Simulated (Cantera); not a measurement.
An adiabatic, constant-volume homogeneous reactor starts with H2 : O2 : N2 : H2O = 1 : 0.25 : 2.45 : 0.1 (molar parts), at 1748 K and 1.00 bar. Integrator tolerance rtol = 1e-08.

Cantera simulation using GRI-Mech 3.0 (53 species, 325 reactions); the numbers are that mechanism's predictions, not measurements.

What does this change do: pressure from 1.00 bar to 0.780 bar?


```json
[
 {"quantity": "time of steepest temperature rise", "before": "12.2 µs", "after": "15.5 µs"},
 {"quantity": "temperature at 0.900 s", "before": "2686 K", "after": "2673 K"},
 {"quantity": "equilibrium temperature", "before": "2686 K", "after": "2673 K"},
 {"quantity": "x(H2) at 0.900 s", "before": "0.135 (gas-phase equilibrium 0.135)", "after": "0.135 (gas-phase equilibrium 0.135)"},
 {"quantity": "x(O2) at 0.900 s", "before": "0.000186 (gas-phase equilibrium 0.000186)", "after": "0.000214 (gas-phase equilibrium 0.000214)"},
 {"quantity": "x(H2O) at 0.900 s", "before": "0.160 (gas-phase equilibrium 0.160)", "after": "0.160 (gas-phase equilibrium 0.160)"},
 {"quantity": "x(OH) at 0.900 s", "before": "0.00496 (gas-phase equilibrium 0.00496)", "after": "0.00526 (gas-phase equilibrium 0.00526)"},
 {"quantity": "x(HO2) at 0.900 s", "before": "1.60e-7 (gas-phase equilibrium 1.60e-7)", "after": "1.62e-7 (gas-phase equilibrium 1.62e-7)"},
 {"quantity": "x(N2O) at 0.900 s", "before": "5.42e-8 (gas-phase equilibrium 5.42e-8)", "after": "5.01e-8 (gas-phase equilibrium 5.01e-8)"},
 {"quantity": "x(NO) at 0.900 s", "before": "0.000867 (gas-phase equilibrium 0.000867)", "after": "0.000909 (gas-phase equilibrium 0.000909)"}
]
```

What does this change do: pressure from 1.00 bar to 5.00 bar?


| quantity | before | after |
|---|---|---|
| time of steepest temperature rise | 12.2 µs | 2.53 µs |
| temperature at 0.900 s | 2686 K | 2759 K |
| equilibrium temperature | 2686 K | 2759 K |
| x(H2) at 0.900 s | 0.135 (gas-phase equilibrium 0.135) | 0.137 (gas-phase equilibrium 0.137) |
| x(O2) at 0.900 s | 0.000186 (gas-phase equilibrium 0.000186) | 6.68e-5 (gas-phase equilibrium 6.68e-5) |
| x(H2O) at 0.900 s | 0.160 (gas-phase equilibrium 0.160) | 0.164 (gas-phase equilibrium 0.164) |
| x(OH) at 0.900 s | 0.00496 (gas-phase equilibrium 0.00496) | 0.00313 (gas-phase equilibrium 0.00313) |
| x(HO2) at 0.900 s | 1.60e-7 (gas-phase equilibrium 1.60e-7) | 1.33e-7 (gas-phase equilibrium 1.33e-7) |
| x(N2O) at 0.900 s | 5.42e-8 (gas-phase equilibrium 5.42e-8) | 8.24e-8 (gas-phase equilibrium 8.24e-8) |
| x(NO) at 0.900 s | 0.000867 (gas-phase equilibrium 0.000867) | 0.000580 (gas-phase equilibrium 0.000580) |
The hydrogen kinetics of GRI-Mech 3.0 are dated; newer H2 mechanisms differ, most at raised pressure.
